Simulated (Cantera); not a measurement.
Input (Python, Cantera):

```python
import numpy as np
import cantera as ct

gas = ct.Solution("gri30.yaml")
gas.TPX = 1625, 13000, {'NO': 1, 'N2': 1.6}
reactor = ct.IdealGasConstPressureReactor(gas, energy="off", clone=False)
net = ct.ReactorNet([reactor])
net.rtol, net.atol = 1e-08, 1e-18
show = ['NO', 'O', 'N2', 'N2O', 'NO2', 'O2']
times = np.geomspace(1e-06, 200, 11)

steps = ct.SolutionArray(gas, extra=["t"])
rows = []
print(f"{'t/s':>10s}{'T/K':>9s}{'P/Pa':>11s}" + "".join(f"{s:>11s}" for s in show))
for t in times:
    while net.time < t:
        t_next = net.step()
        steps.append(gas.state, t=t_next)
    rows.append([np.interp(t, steps.t, y) for y in (steps.T, steps.P, *steps(*show).X.T)])
    print(f"{t:10.3e}{rows[-1][0]:9.1f}{rows[-1][1]:11.4g}" + "".join(f"{x:11.3e}" for x in rows[-1][2:]))
rate = np.gradient(steps.T, steps.t)
print("integrator steps:", len(steps.t))
if steps.T.max() > steps.T[0] + 200:
    print(f"time of steepest temperature rise: {steps.t[rate.argmax()]:.4e} s")
gas.TPX = 1625, 13000, {'NO': 1, 'N2': 1.6}
gas.equilibrate("TP")
print(f"equilibrium (TP): T = {gas.T:.1f} K  " + "  ".join(f"{s} {gas[s].X[0]:.3e}" for s in show))
```

Result:

```
       t/s      T/K       P/Pa         NO          O         N2        N2O        NO2         O2
 1.000e-06   1625.0    1.3e+04  3.846e-01  7.829e-10  6.154e-01  7.833e-10  4.412e-13  3.219e-15
 6.762e-06   1625.0    1.3e+04  3.846e-01  5.277e-09  6.154e-01  5.297e-09  2.028e-11  1.480e-13
 4.573e-05   1625.0    1.3e+04  3.846e-01  3.492e-08  6.154e-01  3.581e-08  9.080e-10  6.634e-12
 3.092e-04   1625.0    1.3e+04  3.846e-01  2.053e-07  6.154e-01  2.417e-07  3.743e-08  2.775e-10
 2.091e-03   1625.0    1.3e+04  3.846e-01  6.686e-07  6.154e-01  1.613e-06  9.905e-07  9.469e-09
 1.414e-02   1625.0    1.3e+04  3.846e-01  1.239e-06  6.154e-01  9.997e-06  1.033e-05  3.975e-07
 9.564e-02   1625.0    1.3e+04  3.844e-01  3.016e-06  6.154e-01  3.994e-05  4.885e-05  3.053e-05
 6.467e-01   1625.0    1.3e+04  3.835e-01  3.587e-06  6.159e-01  5.217e-05  6.053e-05  4.620e-04
 4.373e+00   1625.0    1.3e+04  3.776e-01  4.702e-06  6.189e-01  5.031e-05  8.284e-05  3.418e-03
 2.958e+01   1625.0    1.3e+04  3.408e-01  8.790e-06  6.372e-01  4.024e-05  1.521e-04  2.174e-02
 2.000e+02   1625.0    1.3e+04  1.958e-01  1.697e-05  7.098e-01  1.283e-05  1.774e-04  9.424e-02
integrator steps: 897
equilibrium (TP): T = 1625.0 K  NO 2.087e-03  O 2.376e-05  N2 8.066e-01  N2O 4.517e-08  NO2 2.700e-06  O2 1.912e-01
```

Cantera simulation using GRI-Mech 3.0 (53 species, 325 reactions); the numbers are that mechanism's predictions, not measurements.
